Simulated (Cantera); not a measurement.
Charge: 1 mol Si₃N₄, a varied amount of NF₃, 74 mol N₂, at 1175 °C and 0.100 bar.

Method: chemical equilibrium by Gibbs-energy minimisation in Cantera with the NASA 1993 tables (ideal gas, pure condensed phases). Candidate condensed phases: Si, Si₃N₄; 16 gas species. Kinetics and transport are ignored.

At 13 mol NF₃, list the 4 most abundant gas species with their mole fractions, and the condensed phases.

N₂ 0.734, F 0.238, SiF₄ 0.0267, F₂ 0.00123. Condensed: gas only.
